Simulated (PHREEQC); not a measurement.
HNO3 is added in steps, without added water, to 1 kg of water holding 0.041 mol HF and 0.079 mol CsF, at 3 °C. Oxygen is held at 0.21 atm. No CO2 enters from the air. Precipitation was switched off in this run.

Base run: PHREEQC, ion-association model, wateq4f.dat. Each further column changes one thing. The table gives pH.

```json
[
 {"HNO3 added (mol)": "0", "base": "3.34", "Debye-Hückel limiting law": "3.32", "metal-ligand complexes left out": "3.34", "all activity coefficients set to 1": "3.45", "Davies equation for every ion": "3.35"},
 {"HNO3 added (mol)": "0.005313", "base": "3.26", "Debye-Hückel limiting law": "3.24", "metal-ligand complexes left out": "3.26", "all activity coefficients set to 1": "3.37", "Davies equation for every ion": "3.27"},
 {"HNO3 added (mol)": "0.01594", "base": "3.11", "Debye-Hückel limiting law": "3.09", "metal-ligand complexes left out": "3.11", "all activity coefficients set to 1": "3.22", "Davies equation for every ion": "3.12"},
 {"HNO3 added (mol)": "0.02125", "base": "3.04", "Debye-Hückel limiting law": "3.01", "metal-ligand complexes left out": "3.04", "all activity coefficients set to 1": "3.14", "Davies equation for every ion": "3.05"},
 {"HNO3 added (mol)": "0.03188", "base": "2.89", "Debye-Hückel limiting law": "2.87", "metal-ligand complexes left out": "2.89", "all activity coefficients set to 1": "2.99", "Davies equation for every ion": "2.90"},
 {"HNO3 added (mol)": "0.03719", "base": "2.81", "Debye-Hückel limiting law": "2.79", "metal-ligand complexes left out": "2.81", "all activity coefficients set to 1": "2.92", "Davies equation for every ion": "2.82"},
 {"HNO3 added (mol)": "0.04781", "base": "2.65", "Debye-Hückel limiting law": "2.63", "metal-ligand complexes left out": "2.65", "all activity coefficients set to 1": "2.75", "Davies equation for every ion": "2.66"},
 {"HNO3 added (mol)": "0.05312", "base": "2.56", "Debye-Hückel limiting law": "2.55", "metal-ligand complexes left out": "2.56", "all activity coefficients set to 1": "2.66", "Davies equation for every ion": "2.57"},
 {"HNO3 added (mol)": "0.06375", "base": "2.37", "Debye-Hückel limiting law": "2.36", "metal-ligand complexes left out": "2.37", "all activity coefficients set to 1": "2.44", "Davies equation for every ion": "2.38"},
 {"HNO3 added (mol)": "0.06906", "base": "2.26", "Debye-Hückel limiting law": "2.26", "metal-ligand complexes left out": "2.26", "all activity coefficients set to 1": "2.32", "Davies equation for every ion": "2.27"},
 {"HNO3 added (mol)": "0.07969", "base": "2.03", "Debye-Hückel limiting law": "2.06", "metal-ligand complexes left out": "2.03", "all activity coefficients set to 1": "2.05", "Davies equation for every ion": "2.05"},
 {"HNO3 added (mol)": "0.085", "base": "1.92", "Debye-Hückel limiting law": "1.96", "metal-ligand complexes left out": "1.92", "all activity coefficients set to 1": "1.91", "Davies equation for every ion": "1.94"}
]
```

wateq4f.dat counts part of the HF as a dimer, H2F2, which phreeqc.dat doesn't know; its constant is uncertain. Away from 25 °C the constants follow the database's enthalpies or fits; those with neither stay at their 25 °C values.
